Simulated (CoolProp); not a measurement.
Model: reference Helmholtz-energy equation of state, Thol 2016, in CoolProp.

Task: For hexamethyldisiloxane (MM), give the phase and the cv (kJ/(kg K)), Joule-Thomson coefficient (K/MPa) at 593.9 K and 8780 kPa; 593.9 K and 12300 kPa; 593.9 K and 17600 kPa.

Result: 
- 593.9 K and 8780 kPa: supercritical; cv 2.22, Joule-Thomson coefficient 0.813
- 593.9 K and 12300 kPa: supercritical; cv 2.21, Joule-Thomson coefficient 0.289
- 593.9 K and 17600 kPa: supercritical; cv 2.21, Joule-Thomson coefficient 0.00380
